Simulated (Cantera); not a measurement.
**Equilibrium for silicon oxide and oxynitride deposition: SiCl4 + O3**

Charge: 1 mol SiCl4, 0.3 mol O3, held at 30.8 Torr.

These are equilibrium values from Cantera (NASA tables, ideal gas, pure condensed phases), not measurements of a reactor. Candidate condensed phases: Si, SiO2; 15 gas species. The tables' values for SiCl3 are old estimates; treat these amounts as uncertain. The tables hold silica as quartz up to 1696 K and as liquid above; real silica turns to tridymite and cristobalite and melts near 1996 K. The numbers say what is thermodynamically allowed, not how fast it happens.

From 675 K to 775 K the condensed part is SiO2(α-quartz). From 875 K to 1675 K the condensed part is SiO2(β-quartz). At 1775 K the condensed part is SiO2(condensed). The main Si-bearing gas is SiCl4 throughout.

| T (K) | log p Cl2 | log p Cl | log p SiCl4 | log p SiCl3 | log p SiCl2 | log p SiO | n SiO2(α-quartz) | n SiO2(β-quartz) | n SiO2(condensed) |
|---|---|---|---|---|---|---|---|---|---|
| 675 | -1.59 | -7.32 | -1.81 | <-13 | <-13 | <-13 | 0.450 | 0 | 0 |
| 775 | -1.59 | -6.09 | -1.81 | <-13 | <-13 | <-13 | 0.450 | 0 | 0 |
| 875 | -1.59 | -5.13 | -1.81 | -12.20 | <-13 | <-13 | 0 | 0.450 | 0 |
| 975 | -1.59 | -4.37 | -1.81 | -10.55 | <-13 | <-13 | 0 | 0.450 | 0 |
| 1075 | -1.60 | -3.76 | -1.81 | -9.21 | <-13 | <-13 | 0 | 0.450 | 0 |
| 1175 | -1.60 | -3.24 | -1.81 | -8.10 | <-13 | <-13 | 0 | 0.450 | 0 |
| 1275 | -1.62 | -2.81 | -1.82 | -7.16 | -11.69 | <-13 | 0 | 0.450 | 0 |
| 1375 | -1.65 | -2.45 | -1.83 | -6.36 | -10.23 | -12.81 | 0 | 0.450 | 0 |
| 1475 | -1.70 | -2.16 | -1.85 | -5.67 | -8.95 | -11.03 | 0 | 0.450 | 0 |
| 1575 | -1.80 | -1.92 | -1.88 | -5.05 | -7.80 | -9.44 | 0 | 0.450 | 0 |
| 1675 | -1.95 | -1.75 | -1.92 | -4.48 | -6.74 | -7.99 | 0 | 0.450 | 0 |
| 1775 | -2.17 | -1.64 | -1.96 | -3.95 | -5.72 | -6.63 | 0 | 0 | 0.450 |
log p: log10 of the partial pressure in bar; n: condensed amount in mol.
